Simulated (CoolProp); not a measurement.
Saturation properties of R1224YDZ (Tc = 155.5 °C, pc = 3.334 MPa, ω = 0.325).

Values from CoolProp's reference Helmholtz-energy equation of state, Akasaka 2023.

| T (°C) | p (MPa) | vapour density (kg/m³) | enthalpy of vaporisation (kJ/kg) |
|---|---|---|---|
| -72.95 | … | 0.04520 | 209.5 |
| -60.85 | 0.001451 | 0.1225 | … |
| -48.65 | 0.003655 | 0.2926 | … |
| -36.45 | 0.008207 | … | 192.8 |
| -24.25 | 0.01674 | 1.221 | 187.4 |
| -12.05 | 0.03151 | 2.208 | 181.9 |
| 0.15 | … | … | 176.3 |
| 12.35 | 0.09191 | 6.028 | 170.6 |

Some entries are withheld; supply them.


- -72.95, p (MPa): 0.0005057
- -60.85, enthalpy of vaporisation (kJ/kg): 203.9
- -48.65, enthalpy of vaporisation (kJ/kg): 198.3
- -36.45, vapour density (kg/m³): 0.6257
- 0.15, p (MPa): 0.05540
- 0.15, vapour density (kg/m³): 3.746

It boils at 14.9 °C under 1 atm.
